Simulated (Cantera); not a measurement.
Input: 1 mol toluene, 0.062 mol CO2, 64 mol H2, at 500 K and 101000 Pa.

Method: chemical equilibrium by Gibbs-energy minimisation in Cantera with the NASA 1993 tables (ideal gas, pure condensed phases). Candidate condensed phases: C, C6H6, C7H8, C8H18, H2O; 110 gas species. Kinetics and transport are ignored.

### Question
What is the equilibrium state?

### Answer
| Quantity | Result |
|---|---|
| x(H2) | 0.882 |
| x(CH4) | 0.116 |
| x(H2O) | 0.00203 |
| gas amount | 60.94 mol |
| log10 activity of C(graphite) (absent) | -4.23 |
| log10 activity of C7H8(l) (absent) | -49.01 |
